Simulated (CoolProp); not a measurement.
Values from CoolProp's reference Helmholtz-energy equation of state, Lemmon 2013.

Task: For propylene, give the phase and the Z, Joule-Thomson coefficient (K/MPa), viscosity (µPa s), conductivity (mW/(m K)) at -28.95 °C and 2.63 bar; -28.95 °C and 5.4 bar.

Result: 
- -28.95 °C and 2.63 bar: liquid; Z 0.00930, Joule-Thomson coefficient -0.338, viscosity 160, conductivity 137
- -28.95 °C and 5.4 bar: liquid; Z 0.0191, Joule-Thomson coefficient -0.340, viscosity 161, conductivity 138

Viscosity comes from a separate model (Huber 2003), an estimate that may be off by 10 % or more. Thermal conductivity comes from a separate model (Huber 2003), an estimate that may be off by 10 % or more.
